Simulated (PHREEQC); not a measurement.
0.31 g of hydrous ferric oxide (600 m²/g; 0.2 weak and 0.005 strong sites per Fe, Dzombak-Morel constants, diffuse double layer) in 1 kg of water with 0.3 mol/kgw of an inert sodium salt and 1.6e-06 mol/kgw Ag2SO4, at 25 °C; the pH is set by adding NaOH or the inert anion's acid. O2 is buffered at 0.21 atm. No CO2 enters from the air. Nothing may precipitate in this run.

The series has 17 steps of pH, from 4 to 10.

Model: ion-association model, wateq4f.dat, run in PHREEQC.

Question: Near which pH is half of the S sorbed, and on which side is more sorbed?

Answer: Near pH 5.5, with more sorbed at lower pH.

Question: Near which pH is half of the Ag sorbed, and on which side is more sorbed?

Answer: Near pH 6.8, with more sorbed at higher pH.

Complexes and solids missing from the database can't appear.
